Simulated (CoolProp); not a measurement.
Computed with CoolProp (reference Helmholtz-energy equation of state, Lemmon 2006). It is a short technical equation, of lower accuracy than the large ones.

### Question
For C3F8 (R218), give the phase and the density (kg/m³), cp (kJ/(kg K)), Joule-Thomson coefficient (K/MPa), Prandtl number at 34.25 °C and 13 bar; 77.55 °C and 13 bar; 112.25 °C and 13 bar.

### Answer
- 34.25 °C and 13 bar: liquid; density 1270, cp 1.23, Joule-Thomson coefficient 0.470, Prandtl number 4.13
- 77.55 °C and 13 bar: gas; density 102, cp 0.963, Joule-Thomson coefficient 9.98, Prandtl number 0.824
- 112.25 °C and 13 bar: gas; density 86.5, cp 0.964, Joule-Thomson coefficient 6.78, Prandtl number 0.776

Viscosity comes from a separate model (Huber 2003), an estimate that may be off by 10 % or more. Thermal conductivity comes from a separate model (Huber 2003), an estimate that may be off by 10 % or more.
